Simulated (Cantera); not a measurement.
Feed: 1 mol Pb, 6.3 mol CO, 0.21 mol H₂, held at 975 Torr.

These are equilibrium values from Cantera (NASA tables, ideal gas, pure condensed phases), not measurements of a reactor. Candidate condensed phases: C, C₆H₆, C₇H₈, C₈H₁₈, H₂O, Pb, PbO, PbO₂, Pb₃O₄; 113 gas species. Kinetics and transport are ignored.

log p: log10 of the partial pressure in bar; n: condensed amount in mol.

| T (K) | log p CO | log p CO₂ | log p H₂O | log p H₂ | log p Pb | log p CH₄ | n C(graphite) | n Pb(l) |
|---|---|---|---|---|---|---|---|---|
| 848 | -0.68 | 0.01 | -1.34 | -1.53 | -6.52 | -3.26 | 2.92 | 1.000 |
| 898 | -0.42 | -0.07 | -1.47 | -1.45 | -5.89 | -3.39 | 2.63 | 1.000 |
| 948 | -0.22 | -0.20 | -1.64 | -1.40 | -5.32 | -3.57 | 2.19 | 1.000 |
| 998 | -0.08 | -0.39 | -1.85 | -1.38 | -4.81 | -3.78 | 1.60 | 1.000 |
| 1048 | 0.01 | -0.64 | -2.10 | -1.38 | -4.35 | -4.00 | 1.01 | 1.000 |
| 1098 | 0.06 | -0.93 | -2.36 | -1.38 | -3.93 | -4.20 | 0.559 | 0.999 |
| 1148 | 0.08 | -1.23 | -2.62 | -1.38 | -3.55 | -4.39 | 0.290 | 0.999 |
| 1198 | 0.09 | -1.53 | -2.87 | -1.38 | -3.20 | -4.56 | 0.150 | 0.997 |
| 1248 | 0.09 | -1.82 | -3.10 | -1.38 | -2.89 | -4.72 | 0.0792 | 0.994 |
| 1298 | 0.10 | -2.08 | -3.32 | -1.38 | -2.59 | -4.86 | 0.0434 | 0.987 |
| 1348 | 0.10 | [?] | [?] | -1.38 | [?] | [?] | [?] | 0.976 |
| 1398 | 0.10 | [?] | [?] | -1.38 | [?] | [?] | [?] | 0.957 |
| 1448 | 0.09 | -2.78 | -3.89 | -1.38 | -1.84 | -5.24 | 0.00897 | 0.926 |
| 1498 | 0.09 | -2.99 | -4.05 | -1.39 | -1.62 | -5.36 | 0.00567 | 0.877 |

What belongs in the gaps?


- 1348, log p CO₂: -2.33
- 1348, log p H₂O: -3.52
- 1348, log p Pb: -2.32
- 1348, log p CH₄: -5.00
- 1348, n C(graphite): 0.0247
- 1398, log p CO₂: -2.56
- 1398, log p H₂O: -3.71
- 1398, log p Pb: -2.07
- 1398, log p CH₄: -5.12
- 1398, n C(graphite): 0.0146
